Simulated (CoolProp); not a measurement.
Properties of methane along the isotherm 180.15 °C (Tc = -82.6 °C, pc = 4.599 MPa, ω = 0.011).

Values from CoolProp's reference Helmholtz-energy equation of state, Setzmann 1991.

```tsv
p (MPa)	phase	density (kg/m³)	cp (kJ/(kg K))	cv (kJ/(kg K))	viscosity (µPa s)
0.884	gas	3.768	[?]	2.208	15.8
1.77	gas	7.556	2.760	2.211	15.9
2.65	gas	11.33	2.779	2.213	[?]
3.54	gas	15.14	[?]	2.216	[?]
4.42	gas	18.92	2.815	2.218	16.3
5.31	supercritical	22.75	2.833	[?]	16.4
6.19	supercritical	26.52	2.851	2.223	16.5
7.08	supercritical	30.34	2.869	[?]	16.6
7.96	supercritical	34.11	2.886	[?]	16.8
8.84	supercritical	37.88	2.904	2.230	16.9
9.73	supercritical	41.67	2.921	2.232	17.1
10.6	supercritical	45.37	2.938	2.234	17.2
11.5	supercritical	49.18	2.955	[?]	17.4
```

Task: What belongs in the gaps?

Result: 
- 0.884, cp (kJ/(kg K)): 2.742
- 2.65, viscosity (µPa s): 16.0
- 3.54, cp (kJ/(kg K)): 2.797
- 3.54, viscosity (µPa s): 16.1
- 5.31, cv (kJ/(kg K)): 2.221
- 7.08, cv (kJ/(kg K)): 2.225
- 7.96, cv (kJ/(kg K)): 2.227
- 11.5, cv (kJ/(kg K)): 2.236

Viscosity comes from a separate model (Quiñones-Cisneros 2006).
